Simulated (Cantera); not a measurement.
Input: 1 mol SiC, 0.85 mol H2, held at 1.30 bar.

Equilibrium computed with Cantera from the NASA thermochemical tables; the gas is ideal and each condensed phase is pure. Candidate condensed phases: C, C6H6, C7H8, C8H18, Si, SiC; 87 gas species. Gases not in the tables: Si2H6 and higher silanes. Kinetics and transport are ignored.

x: gas mole fraction; n: condensed amount in mol.

| T (K) | x H2 | x H | x Si | x C2H2 (acetylene) | n SiC(s) |
|---|---|---|---|---|---|
| 1775 | 1.000 | 0.000254 | 1.48e-6 | 8.54e-8 | 1.000 |
| 1875 | 0.999 | 0.000575 | 4.52e-6 | 8.41e-7 | 1.000 |
| 1975 | 0.999 | [?] | [?] | [?] | 1.000 |
| 2075 | 0.997 | [?] | [?] | [?] | 1.000 |
| 2175 | 0.995 | 0.00427 | 0.000103 | 0.000102 | 1.000 |
| 2275 | 0.992 | 0.00741 | 0.000284 | 0.000275 | 0.999 |
| 2375 | 0.986 | 0.0123 | 0.000731 | 0.000658 | 0.999 |
| 2475 | 0.976 | 0.0195 | 0.00174 | 0.00146 | 0.997 |

Q: Fill in the missing entries.

A: 
- 2075, x H: 0.00233
- 2075, x Si: 3.59e-5
- 2075, x C2H2 (acetylene): 3.03e-5
- 1975, x H: 0.00120
- 1975, x Si: 1.27e-5
- 1975, x C2H2 (acetylene): 6.19e-6
